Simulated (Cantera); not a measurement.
A perfectly stirred reactor is fed with NO : N2 = 1 : 0.81 (molar parts), at 0.133 bar; it is held at 2048 K, and followed from long to short residence time.

Computed with Cantera and GRI-Mech 3.0 (53 species, 325 reactions).

| quantity | before | after |
|---|---|---|
| x(NO) at τ = 6.60 s | 0.122 | 0.532 |
| x(N2O) at τ = 6.60 s | 5.18e-6 | 9.76e-5 |
| x(N2) at τ = 6.60 s | 0.662 | 0.458 |
| x(O2) at τ = 6.60 s | 0.215 | 0.0102 |
| x(O) at τ = 6.60 s | 0.00123 | 6.73e-6 |
| x(NO) at τ = 0.170 s | 0.513 | 0.552 |
| x(N2O) at τ = 0.170 s | 0.000109 | 7.74e-5 |
| x(N2) at τ = 0.170 s | 0.467 | 0.448 |
| x(O2) at τ = 0.170 s | 0.0191 | 0.000200 |
| x(O) at τ = 0.170 s | 0.000474 | 3.52e-6 |

Task: Name the change that produced these shifts.
(A) temperature 2048 to 1973 K
(B) NO 1 to 1.8 parts
(C) temperature 2048 to 1623 K
(D) temperature 2048 to 2200 K

Result: C, temperature 2048 to 1623 K
